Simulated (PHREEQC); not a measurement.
Solution (40 °C): 0.0018 mol CuSO4, 0.00084 mol HBF4 and 0.063 mol Na2SO4 per kg of water. Closed to the air; pH follows from the charge balance.

Model: ion-association model, wateq4f.dat, run in PHREEQC.

This is a speciation only: nothing precipitates in the calculation.

### Question
What pH does the model give?

### Answer
pH 3.33.

### Question
In which forms is Cu present?

### Answer
CuSO4 53 %, Cu+2 46 %, CuF+ 0.5 % of the Cu.

Constants without temperature data keep their 25 °C values here. Real BF4- forms and hydrolyses slowly; the run takes it at equilibrium.
